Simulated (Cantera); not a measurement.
## Gas-phase reforming

A perfectly stirred reactor is fed with 18.2 % CH4, 81.8 % CO2, at 2.00 bar; it is held at 1898 K, and followed from long to short residence time.

Computed with Cantera and GRI-Mech 3.0 (53 species, 325 reactions).

```json
[
 {"τ (s)": "0.94", "x CH4": "0.000720", "x CO2": "0.278", "x C2H": "2.18e-9", "x O": "3.63e-8", "x CH2": "4.18e-8", "x H2O2": "6.20e-11"},
 {"τ (s)": "0.31", "x CH4": "0.00188", "x CO2": "0.282", "x C2H": "1.49e-8", "x O": "3.47e-8", "x CH2": "1.16e-7", "x H2O2": "6.26e-11"},
 {"τ (s)": "0.10", "x CH4": "0.00431", "x CO2": "0.296", "x C2H": "7.96e-8", "x O": "2.94e-8", "x CH2": "3.03e-7", "x H2O2": "6.57e-11"},
 {"τ (s)": "0.034", "x CH4": "0.00824", "x CO2": "0.329", "x C2H": "2.81e-7", "x O": "2.06e-8", "x CH2": "6.74e-7", "x H2O2": "7.23e-11"},
 {"τ (s)": "0.011", "x CH4": "0.0151", "x CO2": "0.394", "x C2H": "6.97e-7", "x O": "1.34e-8", "x CH2": "1.30e-6", "x H2O2": "7.79e-11"},
 {"τ (s)": "0.0036", "x CH4": "0.0288", "x CO2": "0.489", "x C2H": "1.09e-6", "x O": "9.40e-9", "x CH2": "1.92e-6", "x H2O2": "6.49e-11"},
 {"τ (s)": "0.0012", "x CH4": "0.0567", "x CO2": "0.602", "x C2H": "1.05e-6", "x O": "6.99e-9", "x CH2": "2.14e-6", "x H2O2": "3.33e-11"},
 {"τ (s)": "0.00040", "x CH4": "0.0976", "x CO2": "0.710", "x C2H": "6.86e-7", "x O": "5.14e-9", "x CH2": "2.19e-6", "x H2O2": "1.14e-11"}
]
```
x: mole fraction; the columns are a selection and need not sum to one.
